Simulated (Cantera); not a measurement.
A perfectly stirred reactor is fed with CH4 : N2 = 1 : 170 (molar parts), at 1050 Torr; it is held at 1725 K, and followed from long to short residence time.

Cantera simulation using GRI-Mech 3.0 (53 species, 325 reactions); the numbers are that mechanism's predictions, not measurements. GRI-Mech 3.0 stops at C3 and has no aromatics, soot or wall deposition, so with more carbon than oxygen in the feed, carbon stays in small species such as C2H2 where larger ones or solid carbon would form.

One state of this run: x CH4 = 0.00153; x C2H = 2.35e-8; x C2H2 = 0.00209; x H = 1.14e-5; x H2 = 0.00634; x CH3 = 5.28e-5. x: mole fraction; the columns are a selection and need not sum to one.

**Question.** Which value of τ (s) does it belong to?
A) 0.053
B) 0.090
C) 0.010
D) 0.27

**Answer.** B, 0.090
